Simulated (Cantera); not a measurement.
Charge: 1 mol SrCl2, 0.54 mol H2O, 1.2 mol H2, at 1800 K and 38.0 Pa.

Cantera equilibrium calculation (NASA polynomials, part measured and part estimated; ideal gas, pure solids and liquids). Candidate condensed phases: H2O, Sr, SrCl2, SrO, Sr(OH)2; 20 gas species. Condensed phases not in the tables: oxide chlorides. Kinetics and transport are ignored.

Base state: H2 0.426, SrCl2 0.332, H2O 0.170, HCl 0.0535, H 0.0120, SrCl 0.00420, Cl 0.00115, OH 0.000316 (mole fractions); condensed: SrO(s).

### Question
What changes in the equilibrium state with this change: H2 from 1.2 to 0.22 mol?

### Answer
| species | before | after |
|---|---|---|
| SrCl2 | 0.332 | 0.520 |
| H2O | 0.170 | 0.262 |
| H2 | 0.426 | 0.122 |
| H | 0.0120 | 0.00641 |
| HCl | 0.0535 | 0.0831 |
| O2 | 1.21e-6 | 3.51e-5 |
| Sr | 0.000287 | 5.34e-5 |
| O | 6.88e-6 | 3.70e-5 |
| Cl | 0.00115 | 0.00334 |
| OH | 0.000316 | 0.000909 |
| SrO(s), mol | 0.0685 | 0.0743 |
